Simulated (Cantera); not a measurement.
An isothermal plug-flow reactor at 1050 K and 5.00 bar (inlet), inlet velocity 0.81 m/s, active area per volume 6400 1/m; feed 2.90 % CH4, 1.57 % O2, 95.5 % N2.

Cantera simulation using Deutschmann's 1995 Pt surface mechanism with GRI-Mech 3.0 gas chemistry; the numbers are that mechanism's predictions, not measurements. Catalytic surfaces can have several steady states; this one follows from the mechanism file's or the stated starting coverage. Mass transfer to the wall is taken as infinitely fast.

One state of this run: x CH4 = 0.0211; x O2 = 0.00492; x H2O = 0.0134; x CO2 = 0.000313; x CO = 0.00746; θ free Pt = 0.221; θ H* = 0.00313; θ CO* = 0.0527; θ C* = 0.723. x: gas mole fraction; θ: surface coverage.

Question: Which value of z (m) does it belong to?
A) 5.7e-05
B) 0.00032
C) 0.0001
D) 0.0018

Answer: C, 0.0001
